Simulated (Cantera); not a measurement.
Input: 1 mol V, 6.3 mol NH3, 2.1 mol N2, equilibrated at 2098 K and 133 Pa.

Cantera equilibrium calculation (NASA polynomials, part measured and part estimated; ideal gas, pure solids and liquids). Candidate condensed phases: V, VN; 11 gas species. Condensed phases not in the tables: V2N, N, O or C dissolved in the metal. The numbers say what is thermodynamically allowed, not how fast it happens.

Base state: H2 0.585, N2 0.343, H 0.0645, V 0.00709 (mole fractions); condensed: V(s).

What changes in the equilibrium state with this change: temperature from 2098 K to 1075 K?


```csv
species,before,after
H2,0.585,0.665
N2,0.343,0.335
H,0.0645,3.28e-7
V,0.00709,<1e-9
"V(s), mol",0.892,0
"VN(s), mol",0,1.00
```
VN: taken at fixed stoichiometry. Condensed phases not in the tables: V2N.

What changes in the equilibrium state with this change: temperature from 2098 K to 1950 K?


```
species     before     after
---------  -------  --------
H2           0.585     0.622
N2           0.343     0.352
H           0.0645    0.0248
V          0.00709  0.000795
V(s), mol    0.892     0.988
```

What changes in the equilibrium state with this change: pressure from 133 Pa to 5.90 Pa?


```json
[
 {"species": "H2", "before": "0.585", "after": "0.399"},
 {"species": "N2", "before": "0.343", "after": "0.292"},
 {"species": "H", "before": "0.0645", "after": "0.253"},
 {"species": "V", "before": "0.00709", "after": "0.0556"},
 {"species": "V(s), mol", "before": "0.892", "after": "0"}
]
```
